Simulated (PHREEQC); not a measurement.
Make-up at 25 °C: 0.0099 mol CdSO4, 0.00059 mol KCl and 0.24 mol FeSO4 per kg of water. Closed to the air; pH follows from the charge balance.

The numbers come from PHREEQC with the ion-association model, wateq4f.dat.

**Question.** The ionic strength comes out as 0.494 mol/kgw. What activity coefficients do H+, SO4-2, FeOH+, K+, FeCl+ get?

**Answer.** H+ 0.77, SO4-2 0.21, FeOH+ 0.68, K+ 0.64, FeCl+ 0.68.

This is a speciation only: nothing precipitates in the calculation. Species that the database lacks are ignored.
